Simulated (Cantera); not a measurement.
Equilibrium for tantalum, niobium, vanadium and zirconium in process gases: Zr + N2

Feed: 1 mol Zr, 0.66 mol N2, at 2573 K and 0.143 Torr.

Equilibrium computed with Cantera from the NASA thermochemical tables; the gas is ideal and each condensed phase is pure. Candidate condensed phases: Zr, ZrN; 4 gas species. ZrN: taken at fixed stoichiometry. The numbers say what is thermodynamically allowed, not how fast it happens.

- x(N2): 0.994
- x(Zr): 0.00594
- x(N): 4.08e-5
- n(ZrN(s)): 0.999 mol
- gas amount: 0.1614 mol
- log10 activity of Zr(l) (absent): -0.73
